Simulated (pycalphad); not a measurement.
CALPHAD calculation (pycalphad, COST 507 light-alloy database (1999)), 1 atm. The database dates from 1999; later assessments differ in places, in temperatures and in the compounds included. Phase fractions are per mole of atoms. Diffusion is slow at the low end, where real alloys seldom reach equilibrium.

Task: Give the equilibrium state of Ti-9.626C (wt.%) at 2950 K.

Result: FCC_A1, fraction 0.590, with 12.4 C wt.%; LIQUID, fraction 0.410, with 6.2 C wt.%.

Task: Give the equilibrium state of Ti-9.626C (wt.%) at 550 K.

Result: 
```
T = 550.00 K, P = 101325 Pa, N = 1 mol of atoms
G = -81451 J/mol, H = -62113 J/mol, S = 35.16 J/(mol K)  (SER reference)
chemical potentials (J/mol): Ti -19136, C -228246
phase             fraction      x(Ti)       x(C)
FCC_A1              0.8106     0.6324     0.3676
HCP_A3              0.1894     0.9998   0.000219
```

FCC_A1 is fcc; HCP_A3 is hcp. The fcc model also describes the rock-salt carbide or nitride (TiC, TiN, HfC).
